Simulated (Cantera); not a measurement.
Input: 1 mol Fe₂O₃, 1100 mol H₂, 0.45 mol H₂O, held at 1925 K and 1 atm.

Cantera equilibrium calculation (NASA polynomials, part measured and part estimated; ideal gas, pure solids and liquids). Candidate condensed phases: Fe, FeO, Fe(OH)₂, Fe(OH)₃, Fe₂O₃, Fe₃O₄, H₂O; 12 gas species. The numbers say what is thermodynamically allowed, not how fast it happens.

Problem. What is the equilibrium state?

Solution. 
- x(H₂): 0.996
- x(H₂O): 0.00313
- x(H): 0.000948
- x(Fe): 0.000150
- n(Fe(l)): 1.84 mol
- gas amount: 1101 mol
